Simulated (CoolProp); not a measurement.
Values from CoolProp's reference Helmholtz-energy equation of state, Thol 2015.

**Question.** For octamethylcyclotetrasiloxane (D4), give the phase and the isothermal compressibility (1/MPa), fugacity coefficient at 620 K and 62.9 bar; 620 K and 80.8 bar.

**Answer.** 
- 620 K and 62.9 bar: supercritical; isothermal compressibility 0.0311, fugacity coefficient 0.321
- 620 K and 80.8 bar: supercritical; isothermal compressibility 0.0215, fugacity coefficient 0.298
